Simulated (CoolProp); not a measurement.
Model: reference Helmholtz-energy equation of state, Bücker 2006, in CoolProp.

Give the vapour pressure (kPa), liquid density (kg/m³), liquid cp (kJ/(kg K)), vapour Z of saturated n-butane at 276.3, 298.4, 342.6 K.


```csv
T (K),p (kPa),liquid density (kg/m³),liquid cp (kJ/(kg K)),vapour Z
276.3,116,597,2.33,0.955
298.4,245,573,2.44,0.924
342.6,799,516,2.75,0.828
```
